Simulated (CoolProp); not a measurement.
Vapour-liquid equilibrium of R113 (1) + acetone (2) at 79.25 °C; x and y are mole fractions of (1).

Computed with CoolProp (multi-fluid Helmholtz-energy mixture model, Marx 1992 and Lemmon 2006; pair parameters Bell 2016).

```json
[
 {"x": "0.05", "bubble pressure (bar)": "2.266", "y at the bubble point": "0.109", "dew pressure at overall composition x (bar)": "2.179", "liquid density (mol/L)": "12.03"},
 {"x": "0.15", "bubble pressure (bar)": "2.510", "y at the bubble point": "0.264", "dew pressure at overall composition x (bar)": "2.329", "liquid density (mol/L)": "11.34"},
 {"x": "0.25", "bubble pressure (bar)": "2.681", "y at the bubble point": "0.371", "dew pressure at overall composition x (bar)": "2.488", "liquid density (mol/L)": "10.71"},
 {"x": "0.35", "bubble pressure (bar)": "2.797", "y at the bubble point": "0.452", "dew pressure at overall composition x (bar)": "2.649", "liquid density (mol/L)": "10.14"},
 {"x": "0.45", "bubble pressure (bar)": "2.872", "y at the bubble point": "0.520", "dew pressure at overall composition x (bar)": "2.794", "liquid density (mol/L)": "9.632"},
 {"x": "0.55", "bubble pressure (bar)": "2.914", "y at the bubble point": "0.582", "dew pressure at overall composition x (bar)": "2.896", "liquid density (mol/L)": "9.172"},
 {"x": "0.65", "bubble pressure (bar)": "2.926", "y at the bubble point": "0.645", "dew pressure at overall composition x (bar)": "2.925", "liquid density (mol/L)": "8.759"},
 {"x": "0.75", "bubble pressure (bar)": "2.903", "y at the bubble point": "0.715", "dew pressure at overall composition x (bar)": "2.880", "liquid density (mol/L)": "8.387"},
 {"x": "0.85", "bubble pressure (bar)": "2.835", "y at the bubble point": "0.801", "dew pressure at overall composition x (bar)": "2.783", "liquid density (mol/L)": "8.052"},
 {"x": "0.95", "bubble pressure (bar)": "2.701", "y at the bubble point": "0.919", "dew pressure at overall composition x (bar)": "2.662", "liquid density (mol/L)": "7.752"}
]
```

y crosses x between x = 0.55 and 0.65: the model has an azeotrope there.

Pair parameters are fitted to limited data, so mixtures are less certain than the pure fluids.
